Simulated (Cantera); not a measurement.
## Chlorosilane synthesis and conversion: Si + H2 + HCl

Feed: 1 mol Si, 4.3 mol H2, 2.2 mol HCl, at 1500000 Pa.

Cantera equilibrium calculation (NASA polynomials, part measured and part estimated; ideal gas, pure solids and liquids). Candidate condensed phases: Si; 19 gas species. The tables' values for SiCl3 are old estimates; treat these amounts as uncertain. The numbers say what is thermodynamically allowed, not how fast it happens.

```
T (K)   x H2  x SiHCl3  x SiCl4    x HCl  x SiH2Cl2  n Si(s)
-----  -----  --------  -------  -------  ---------  -------
900    0.885    0.0606   0.0442  0.00183    0.00788    0.340
925    0.885    0.0601   0.0443  0.00237    0.00801    0.341
950    0.884    0.0596   0.0444  0.00302    0.00813    0.342
975    0.884    0.0592   0.0444  0.00380    0.00825    0.343
1000   0.883    0.0586   0.0444  0.00472    0.00835    0.345
1025   0.882    0.0581   0.0444  0.00580    0.00844    0.347
1050   0.882    0.0575   0.0443  0.00705    0.00852    0.349
1075   0.881    0.0569   0.0442  0.00849    0.00858    0.351
1100   0.880    0.0563   0.0440   0.0101    0.00864    0.354
1125   0.878    0.0556   0.0437   0.0120    0.00869    0.356
1150   0.877    0.0549   0.0433   0.0141    0.00872    0.359
1175   0.875    0.0541   0.0429   0.0164    0.00873    0.363
1200   0.873    0.0532   0.0424   0.0189    0.00873    0.366
```
x: gas mole fraction; n: condensed amount in mol.

From 900 K to 1200 K the condensed part is Si(s). The main Si-bearing gas is SiHCl3 throughout. The share of Si in condensed phases is highest at 1200 K (36.6 %) and lowest at 900 K (34.0 %).
